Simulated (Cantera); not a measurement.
A closed system holds: 1 mol Si2Cl6, 0.37 mol NH3, 4 mol N2, equilibrated at 848.15 K and 8.70 Pa.

Cantera equilibrium calculation (NASA polynomials, part measured and part estimated; ideal gas, pure solids and liquids). Candidate condensed phases: NH4Cl, Si, Si3N4; 28 gas species. The feed counts by its element totals alone. The tables' values for SiCl3 are old estimates; treat these amounts as uncertain. Rates play no part.

### Question
What is the equilibrium state?

### Answer
```json
{
  "x(N2)": "0.616",
  "x(SiCl4)": "0.210",
  "x(HCl)": "0.163",
  "x(H2)": "0.0113",
  "x(SiCl3)": "4.14e-5",
  "x(SiHCl3)": "2.37e-5",
  "n(Si3N4(s))": "0.248 mol",
  "gas_amount": "5.988 mol",
  "log10 activity of Si(s) (absent)": "-6.67"
}
```
